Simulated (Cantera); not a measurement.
Input: 1 mol borazine, 12 mol H2, 6.1 mol O2, held at 5800 Pa.

These are equilibrium values from Cantera (NASA tables, ideal gas, pure condensed phases), not measurements of a reactor. Candidate condensed phases: B, BN, B2O3, B3O3H3, H2O; 39 gas species. The feed counts by its element totals alone. Gases not in the tables: H3BO3. Equilibrium is a limit: real reactors are often held back by kinetics, nucleation or transport.

x: gas mole fraction; n: condensed amount in mol.

```tsv
T (°C)	x H2O	x H2	x HBO2	x N2	n B2O3(l)
625	0.462	0.443	6.76e-6	0.0911	1.41
725	0.464	0.443	7.11e-5	0.0910	1.45
825	0.465	0.443	0.000477	0.0909	1.46
925	0.464	0.442	?	0.0908	1.46
1025	0.460	0.441	0.00846	0.0906	1.41
1125	0.447	0.437	?	0.0898	?
1225	0.419	0.428	0.0640	0.0880	0.940
1325	0.365	0.411	0.137	0.0845	0.235
1425	0.349	0.405	0.158	0.0833	0
1525	0.350	0.404	0.156	0.0833	0
1625	0.351	0.403	0.154	0.0832	0
```

### Question
What belongs in the gaps?

### Answer

- 1125, x HBO2: 0.0254
- 1125, n B2O3(l): 1.28
- 925, x HBO2: 0.00229
